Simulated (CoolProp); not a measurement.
Vapour-liquid equilibrium of R125 (1) + R236FA (2) at 278.1 K; x and y are mole fractions of (1).

The numbers come from the multi-fluid Helmholtz-energy mixture model, Lemmon 2005 and Pan 2012; pair parameters Bell 2016 in CoolProp.

Task: Give the bubble pressure and the first vapour's composition at x = 0.45, 0.85, 0.95. Is there an azeotrope?

Result: x = 0.45: 407.7 kPa, y = 0.798; x = 0.85: 673.0 kPa, y = 0.961; x = 0.95: 744.6 kPa, y = 0.988. No azeotrope shows between x = 0.05 and 0.95.

The pair parameters rest on a limited set of measurements; away from them the model extrapolates.
